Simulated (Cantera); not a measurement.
**Equilibrium for silicon etching in halogen gases: Si + HCl + H2**

Feed: 1 mol Si, 15 mol HCl, 0.4 mol H2, held at 0.900 bar.

Equilibrium computed with Cantera from the NASA thermochemical tables; the gas is ideal and each condensed phase is pure. Candidate condensed phases: Si; 19 gas species. The tables' values for SiCl3 are old estimates; treat these amounts as uncertain. Kinetics and transport are ignored.

```tsv
T (K)	x HCl	x H2	x SiCl4	x SiCl3	x SiHCl3
450	0.764	0.167	0.0694	<1e-12	3.53e-9
600	0.764	0.167	0.0694	3.41e-12	4.17e-7
750	0.764	0.167	0.0694	4.18e-9	6.86e-6
900	0.764	0.167	0.0694	4.62e-7	4.30e-5
1050	0.764	0.167	0.0693	1.30e-5	0.000157
1200	0.764	0.166	0.0689	0.000155	0.000407
1350	0.765	0.165	0.0675	0.00103	0.000833
1500	0.769	0.162	0.0625	0.00436	0.00136
```
x: gas mole fraction; nothing condenses.

From 450 K to 1500 K nothing is condensed. The main Si-bearing gas is SiCl4 throughout.
